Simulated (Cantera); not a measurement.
Charge: 1 mol BCl₃, 3.5 mol O₂, 0.73 mol N₂, held at 602 °C and 1.20 Torr.

Cantera equilibrium calculation (NASA polynomials, part measured and part estimated; ideal gas, pure solids and liquids). Candidate condensed phases: B, BN, B₂O₃; 25 gas species. The numbers say what is thermodynamically allowed, not how fast it happens.

Base state: O₂ 0.552, Cl₂ 0.301, N₂ 0.147, Cl 0.000632 (mole fractions); condensed: B₂O₃(l).

### Question
What changes in the equilibrium state with this change: pressure from 1.20 Torr to 0.0975 Torr?

### Answer
```csv
species,before,after
O₂,0.552,0.552
Cl₂,0.301,0.300
N₂,0.147,0.146
Cl,0.000632,0.00221
"B₂O₃(l), mol",0.500,0.500
```

### Question
What changes in the equilibrium state with this change: BCl₃ replaced by borazine?

### Answer
```json
[
 {"species": "H₂O", "before": "0", "after": "0.477"},
 {"species": "N₂", "before": "0.147", "after": "0.427"},
 {"species": "H₂", "before": "0", "after": "0.0956"},
 {"species": "O₂", "before": "0.552", "after": "<1e-9"},
 {"species": "Cl₂", "before": "0.301", "after": "0"},
 {"species": "(HBO₂)₃", "before": "0", "after": "0.000742"},
 {"species": "Cl", "before": "0.000632", "after": "0"},
 {"species": "HBO₂", "before": "0", "after": "2.22e-5"},
 {"species": "B₂O₃(l), mol", "before": "0.500", "after": "1.49"}
]
```
The feed counts by its element totals alone. Gases not in the tables: H₃BO₃. Further candidate phases: B₃O₃H₃, H₂O.
